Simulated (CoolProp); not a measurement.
Saturated liquid density (kg/m³) of isopentane: the reference equation beside estimates from Tc = 460.3 K, pc = 3.378 MPa, ω = 0.227.

The numbers come from the reference Helmholtz-energy equation of state, Lemmon 2006 in CoolProp. It is a short technical equation, of lower accuracy than the large ones.

```
T (K)  reference  van der Waals  Peng-Robinson
-----  ---------  -------------  -------------
262.3      650.1          400.4            [?]
277.2      635.8          391.9            [?]
292        621.2          383.1          653.1
306.9      606.0          373.7            [?]
321.7      590.2          363.8          618.5
336.6      573.5          353.3          598.7
351.4      556.0            [?]          577.0
366.3      537.1          329.9          552.7
381.2      516.6          316.6          525.4
396        494.1            [?]          494.8
410.9      468.3          285.6          459.0
425.7        [?]            [?]          416.8
```

**Question.** What belongs in the gaps?

**Answer.** 
- 262.3, Peng-Robinson: 682.4
- 277.2, Peng-Robinson: 668.3
- 306.9, Peng-Robinson: 636.5
- 351.4, van der Waals: 342.1
- 396, van der Waals: 302.1
- 425.7, reference: 438.1
- 425.7, van der Waals: 266.4

Absolute difference from the reference over all 12 rows, mean and median: van der Waals 38.6 and 38.4 %, Peng-Robinson 3.7 and 4.6 %.
